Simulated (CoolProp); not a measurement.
Vapour-liquid equilibrium of propylene (1) + dimethyl ether (2) at 24.15 °C; x and y are mole fractions of (1).

Values from CoolProp's multi-fluid Helmholtz-energy mixture model, Lemmon 2013 and Wu 2011; pair parameters Bell 2016.

Give the bubble pressure and the first vapour's composition at x = 0.25, 0.45, 0.75. Is there an azeotrope?

x = 0.25: 0.7457 MPa, y = 0.393; x = 0.45: 0.8644 MPa, y = 0.595; x = 0.75: 1.018 MPa, y = 0.826. No azeotrope shows between x = 0.05 and 0.95.

Pair parameters are fitted to limited data, so mixtures are less certain than the pure fluids.
